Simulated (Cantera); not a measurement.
Charge: 1 mol Si3N4, 1.9 mol H2, at 46.0 Pa.

Cantera equilibrium calculation (NASA polynomials, part measured and part estimated; ideal gas, pure solids and liquids). Candidate condensed phases: Si, Si3N4; 18 gas species. Mutual solubility and eutectic melting of coexisting phases are not modelled. The tables' values for SiN are old estimates; treat these amounts as uncertain. Gases not in the tables: Si2H6 and higher silanes. Kinetics and transport are ignored.

log p: log10 of the partial pressure in bar; n: condensed amount in mol.

| T (°C) | log p H2 | log p N2 | log p Si | log p H | log p Si2 | n Si(s) | n Si3N4(s) | n Si(l) |
|---|---|---|---|---|---|---|---|---|
| 1050 | -3.34 | -6.04 | -10.05 | -7.47 | -13.57 | 0.00560 | 0.998 | 0 |
| 1150 | -3.35 | -5.02 | -8.82 | -6.85 | -11.96 | 0.0606 | 0.980 | 0 |
| 1250 | [?] | [?] | [?] | [?] | [?] | [?] | [?] | 0 |
| 1350 | -3.65 | -3.63 | -6.81 | -5.99 | -9.35 | 3.00 | 0 | 0 |
| 1450 | -3.65 | -3.63 | -6.01 | -5.57 | -8.33 | 0 | 0 | 2.99 |
| 1550 | -3.66 | -3.63 | [?] | [?] | [?] | 0 | 0 | 2.96 |
| 1650 | -3.69 | -3.65 | -4.77 | -4.87 | -6.84 | 0 | 0 | 2.84 |
| 1750 | -3.75 | -3.70 | -4.24 | -4.60 | -6.21 | 0 | 0 | 2.40 |
| 1850 | -3.96 | -3.86 | -3.77 | -4.42 | -5.63 | 0 | 0 | 0.399 |

Question: Fill in the missing entries.

Answer: 
- 1250, log p H2: -3.41
- 1250, log p N2: -4.13
- 1250, log p Si: -7.74
- 1250, log p H: -6.34
- 1250, log p Si2: -10.57
- 1250, n Si(s): 0.547
- 1250, n Si3N4(s): 0.818
- 1550, log p Si: -5.35
- 1550, log p H: -5.19
- 1550, log p Si2: -7.54
